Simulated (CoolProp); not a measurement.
Vapour-liquid equilibrium of CHF3 (R23) (1) + R134a (2) at -74.75 °C; x and y are mole fractions of (1).

Computed with CoolProp (multi-fluid Helmholtz-energy mixture model, Penoncello 2003 and Tillner-Roth 1994; pair parameters Bell 2016).

| x | bubble pressure (kPa) | y at the bubble point | dew pressure at overall composition x (kPa) | liquid density (mol/L) |
|---|---|---|---|---|
| 0.05 | 12.53 | 0.574 | 5.869 | 15.07 |
| 0.2 | ___ | 0.862 | 6.924 | 15.76 |
| 0.35 | 54.08 | 0.930 | ___ | 16.50 |
| 0.5 | 75.62 | 0.961 | 10.81 | 17.29 |
| 0.65 | 97.87 | 0.979 | 15.01 | 18.13 |
| 0.8 | 120.7 | 0.990 | 24.53 | 19.01 |
| 0.95 | 143.8 | 0.998 | ___ | 19.93 |

### Question
Complete the blanks.

### Answer

- 0.2, bubble pressure (kPa): 33.17
- 0.35, dew pressure at overall composition x (kPa): 8.440
- 0.95, dew pressure at overall composition x (kPa): 66.45

No azeotrope shows between x = 0.05 and 0.95.

Pair parameters are fitted to limited data, so mixtures are less certain than the pure fluids.
